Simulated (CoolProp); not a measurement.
Oxygen at 293.15 K and 6.9 MPa flows at 0.052 m/s in a round tube of 2 mm bore and 0.25 µm roughness, fully developed (64/Re and Nu = 3.66 if laminar; Colebrook and Gnielinski if turbulent). Each further row changes one setting.

Computed with CoolProp (reference Helmholtz-energy equation of state, Schmidt 1985).

| case | Reynolds number | Darcy friction factor | pressure drop (Pa/m) | heat-transfer coefficient (W/(m² K)) | mass flow (kg/h) |
|---|---|---|---|---|---|
| as stated | 448 | [?] | 9.11 | 53.7 | [?] |
| velocity 0.104 m/s | 897 | 0.0714 | [?] | 53.7 | 0.111 |
| diameter 4 mm | 897 | 0.0714 | [?] | [?] | 0.222 |

### Question
Some entries are withheld; supply them.

### Answer

- as stated, Darcy friction factor: 0.143
- as stated, mass flow (kg/h): 0.0556
- velocity 0.104 m/s, pressure drop (Pa/m): 18.2
- diameter 4 mm, pressure drop (Pa/m): 2.28
- diameter 4 mm, heat-transfer coefficient (W/(m² K)): 26.8

Viscosity comes from a separate model (Lemmon 2004). Thermal conductivity comes from a separate model (Lemmon 2004).
